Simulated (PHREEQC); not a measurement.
Metal-bearing waste water: speciation

A solution holds 0.1 mol FeSO4, 0.0016 mol ZnCl2 and 0.049 mol HCl per kg of water, at 25 °C. Closed to the air; pH follows from the charge balance.

All values are PHREEQC results (ion-association model, phreeqc.dat), not measurements.

Each row changes one thing in this solution. No solid was allowed to form.

| case | pH | ionic strength (mol/kgw) | Fe+2 (mol/kgw) | SO4-2 (mol/kgw) | FeSO4 (mol/kgw) | HSO4- (mol/kgw) | SI of Melanterite (FeSO4:7H2O) |
|---|---|---|---|---|---|---|---|
| as made | 1.78 | 0.252 | 0.0611 | 0.0387 | 0.0325 | 0.0228 | -1.52 |
| FeSO4 from 0.1 to 0.15 mol/kgw | 1.88 | 0.344 | 0.0851 | 0.0605 | 0.0562 | 0.0250 | -1.27 |
| FeSO4 from 0.1 to 0.5 mol/kgw | 2.22 | 0.968 | 0.241 | 0.217 | 0.241 | 0.0255 | … |
| temperature from 25 to 60 °C | 1.92 | 0.222 | 0.0562 | 0.0286 | 0.0371 | 0.0281 | … |
| ZnCl2 replaced by CaCl2 at the same molality | 1.78 | 0.252 | 0.0610 | 0.0389 | … | 0.0228 | -1.51 |
| FeSO4 from 0.1 to 0.11 mol/kgw | 1.80 | 0.271 | 0.0660 | 0.0430 | 0.0371 | 0.0234 | -1.46 |

What belongs in the gaps?


- FeSO4 from 0.1 to 0.5 mol/kgw, SI of Melanterite (FeSO4:7H2O): -0.60
- temperature from 25 to 60 °C, SI of Melanterite (FeSO4:7H2O): -2.05
- ZnCl2 replaced by CaCl2 at the same molality, FeSO4 (mol/kgw): 0.0326

The ionic strength passes 0.7 mol/kgw, the rough limit of the ion-association models, in FeSO4 from 0.1 to 0.5 mol/kgw. Away from 25 °C the constants follow the database's enthalpies or fits; those with neither stay at their 25 °C values.
